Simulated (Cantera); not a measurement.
Cantera run, input and output.

```python
import numpy as np
import cantera as ct

gas = ct.Solution("gri30.yaml")
gas.TPX = 1123, 1000000, {'CO': 0.0051, 'O2': 0.014, 'H2O': 0.0028, 'N2': 1}
inlet = ct.Reservoir(gas, clone=True)

reactor = ct.IdealGasConstPressureReactor(gas, energy="off", clone=False)
exhaust = ct.Reservoir(gas, clone=True)
tau = [3.1, 0.62, 0.12, 0.025, 0.005, 0.00099, 0.0002][0]
for a, b in ((inlet, reactor), (reactor, exhaust)):
    ct.MassFlowController(a, b, mdot=lambda t: reactor.mass / tau)
net = ct.ReactorNet([reactor])
show = ['CO', 'O2', 'H2O', 'H2', 'OH']

rows = []
print(f"{'tau/s':>10s}{'T/K':>9s}" + "".join(f"{s:>11s}" for s in show))
for tau in [3.1, 0.62, 0.12, 0.025, 0.005, 0.00099, 0.0002]:
    net.initial_time = 0.0
    net.advance(30 * tau)
    before = gas.X
    net.advance(40 * tau)
    drift = np.max(np.abs(gas.X - before) / (gas.X + 1e-9))
    rows.append([gas.T, *gas[show].X, drift])
    print(f"{tau:10.3e}{gas.T:9.1f}" + "".join(f"{x:11.3e}" for x in gas[show].X))
```

Result:

```
     tau/s      T/K         CO         O2        H2O         H2         OH
 3.100e+00   1123.0  6.337e-04  1.154e-02  2.745e-03  6.357e-07  6.621e-08
 6.200e-01   1123.0  1.746e-03  1.210e-02  2.742e-03  1.799e-06  8.331e-08
 1.200e-01   1123.0  3.497e-03  1.296e-02  2.738e-03  2.971e-06  9.354e-08
 2.500e-02   1123.0  4.587e-03  1.350e-02  2.737e-03  1.937e-06  8.985e-08
 5.000e-03   1123.0  4.930e-03  1.367e-02  2.739e-03  3.498e-07  5.999e-08
 9.900e-04   1123.0  4.991e-03  1.370e-02  2.740e-03  2.925e-10  6.165e-10
 2.000e-04   1123.0  4.991e-03  1.370e-02  2.740e-03  6.404e-12  7.039e-11
```

Detailed kinetics in Cantera: GRI-Mech 3.0 (53 species, 325 reactions).
